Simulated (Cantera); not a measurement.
Input: 1 mol Zr, 0.56 mol NH₃, 2.1 mol N₂, held at 2500 °C and 133 Pa.

These are equilibrium values from Cantera (NASA tables, ideal gas, pure condensed phases), not measurements of a reactor. Candidate condensed phases: Zr, ZrN; 11 gas species. ZrN: taken at fixed stoichiometry. The numbers say what is thermodynamically allowed, not how fast it happens.

**Question.** What is the equilibrium state?

**Answer.** 
| Property | Value |
|---|---|
| x(N₂) | 0.546 |
| x(H) | 0.404 |
| x(H₂) | 0.0394 |
| x(Zr) | 0.0106 |
| x(N) | 5.79e-5 |
| n(ZrN(s)) | 0.963 mol |
| gas amount | 3.478 mol |
| log10 activity of Zr(l) (absent) | -0.48 |
